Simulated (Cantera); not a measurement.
Sublimation and decomposition of ceramics: Si3N4 + H2

Feed: 1 mol Si3N4, 0.013 mol H2, equilibrated at 0.570 bar.

Cantera equilibrium calculation (NASA polynomials, part measured and part estimated; ideal gas, pure solids and liquids). Candidate condensed phases: Si, Si3N4; 18 gas species. Mutual solubility and eutectic melting of coexisting phases are not modelled. The tables' values for SiN are old estimates; treat these amounts as uncertain. Gases not in the tables: Si2H6 and higher silanes. Rates play no part.

```tsv
T (K)	log p N2	log p H2	log p Si	log p H	n Si(l)	n Si3N4(s)
1848	-1.72	-0.26	-5.20	-3.41	0.000667	1.000
1948	-1.09	-0.31	-4.63	-3.10	0.00326	0.999
2048	-0.52	-0.58	-4.12	-2.94	0.0223	0.993
2148	-0.25	-2.45	-3.66	-3.60	3.00	0
2248	-0.25	-2.46	-3.24	-3.36	3.00	0
2348	-0.25	-2.48	-2.85	-3.15	2.99	0
2448	-0.25	-2.51	-2.50	-2.96	2.99	0
2548	-0.25	-2.56	-2.17	-2.79	2.97	0
2648	-0.26	-2.62	-1.87	-2.64	2.94	0
```
log p: log10 of the partial pressure in bar; n: condensed amount in mol.

From 1848 K to 2048 K the condensed part is Si(l) + Si3N4(s). From 2148 K to 2648 K the condensed part is Si(l). The main Si-bearing gas is SiH2 at 1848 K and Si at 2648 K.
